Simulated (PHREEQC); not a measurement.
Solution (20 °C): 0.0026 mol HCl, 0.00024 mol MgSO4 and 0.00024 mol KBr per kg of water. Closed to the air; pH follows from the charge balance.

All values are PHREEQC results (ion-association model, phreeqc.dat), not measurements.

This is a speciation only: nothing precipitates in the calculation.

Order these S species by the share of S that they hold, largest first: MgSO4, SO4-2, HSO4-.

SO4-2 (83 %), HSO4- (14 %), MgSO4 (2.4 %)

The pH is 2.62 and the ionic strength 0.00371 mol/kgw. Species that the database lacks are ignored.
